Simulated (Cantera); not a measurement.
A perfectly stirred reactor is fed with CH₄ : H₂ : CO₂ = 0.014 : 1 : 0.02 (molar parts), at 0.0132 atm; it is held at 2025 K, and followed from long to short residence time.

Computed with Cantera and GRI-Mech 3.0 (53 species, 325 reactions). Radical loss at walls, strong at low pressure, is not modelled.

Task: Predict: x(CH₄) at τ = 2.50 s; x(H₂) at τ = 2.50 s; x(CO₂) at τ = 2.50 s; x(CH₂CO) at τ = 2.50 s; x(C₂H₆) at τ = 2.50 s; x(CH₄) at τ = 54.0 ms; x(H₂) at τ = 54.0 ms; x(CO₂) at τ = 54.0 ms; x(CH₂CO) at τ = 54.0 ms; x(C₂H₆) at τ = 54.0 ms.

Result: 
* **x(CH₄) at τ = 2.50 s**: 0.000676
* **x(H₂) at τ = 2.50 s**: 0.948
* **x(CO₂) at τ = 2.50 s**: 9.51e-5
* **x(CH₂CO) at τ = 2.50 s**: 1.16e-7
* **x(C₂H₆) at τ = 2.50 s**: 4.63e-9
* **x(CH₄) at τ = 54.0 ms**: 0.00683
* **x(H₂) at τ = 54.0 ms**: 0.948
* **x(CO₂) at τ = 54.0 ms**: 0.00249
* **x(CH₂CO) at τ = 54.0 ms**: 2.42e-7
* **x(C₂H₆) at τ = 54.0 ms**: 2.35e-7
